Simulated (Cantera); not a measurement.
An isothermal, constant-pressure homogeneous reactor starts with 9.91 % H₂, 90.1 % O₂, at 948 K and 1330 Pa.

Model: GRI-Mech 3.0 (53 species, 325 reactions), integrated in Cantera. Radical loss at walls, strong at low pressure, is not modelled. Below about 950 K walls govern HO2 and H2O2 in real vessels. The temperature is held fixed by assumption; the heat of reaction is taken as removed at once.

x: mole fraction; the columns are a selection and need not sum to one.

| t (s) | x H₂ | x O₂ | x H₂O₂ | x H | x OH | x H₂O | x HO₂ |
|---|---|---|---|---|---|---|---|
| 0.000400 | 0.0991 | 0.901 | <1e-12 | 8.84e-11 | 2.47e-11 | 6.79e-11 | 7.90e-11 |
| 0.000875 | 0.0991 | 0.901 | <1e-12 | 4.69e-10 | 1.47e-10 | 6.88e-10 | 1.84e-10 |
| 0.00191 | 0.0991 | 0.901 | <1e-12 | 1.29e-8 | ? | 2.38e-8 | 8.46e-10 |
| 0.00418 | 0.0991 | 0.901 | 1.11e-10 | 1.65e-5 | ? | 3.10e-5 | 5.89e-7 |
| 0.00915 | 0.00947 | 0.865 | 2.89e-7 | 0.0278 | ? | 0.0755 | 1.23e-5 |
| 0.0200 | 0.00137 | 0.888 | 2.45e-7 | 0.00335 | ? | 0.0999 | 1.13e-5 |
| 0.0437 | 0.000247 | 0.894 | 1.91e-7 | 0.000194 | ? | 0.104 | 6.27e-6 |
| 0.0956 | 4.80e-5 | 0.895 | 1.36e-7 | 1.37e-5 | ? | 0.104 | 2.56e-6 |
| 0.209 | 9.81e-6 | 0.896 | 8.31e-8 | 1.27e-6 | ? | 0.104 | 8.66e-7 |
| 0.457 | 2.01e-6 | 0.896 | 4.57e-8 | 1.51e-7 | ? | 0.104 | 2.71e-7 |
| 1.00 | 4.19e-7 | 0.896 | 2.41e-8 | 2.29e-8 | ? | 0.104 | 8.75e-8 |

Q: Some entries are withheld; supply them.

A: 
- 0.00191, x OH: 4.16e-9
- 0.00418, x OH: 5.34e-6
- 0.00915, x OH: 0.00321
- 0.0200, x OH: 0.00122
- 0.0437, x OH: 0.000393
- 0.0956, x OH: 0.000155
- 0.209, x OH: 7.01e-5
- 0.457, x OH: 3.49e-5
- 1.00, x OH: 1.87e-5
